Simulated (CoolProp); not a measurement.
C3F8 (R218) at 293.15 K and 0.219 MPa is compressed adiabatically to 1.22 MPa with isentropic efficiency 0.9. Each further row changes one setting.

Computed with CoolProp (reference Helmholtz-energy equation of state, Lemmon 2006). It is a short technical equation, of lower accuracy than the large ones.

```tsv
case	work (kJ/kg)	final temperature (K)	final density (kg/m³)
as stated	23.2	332.8	105
efficiency 1	20.9	330.4	107
efficiency 0.65	32.1	342.0	99.0
```
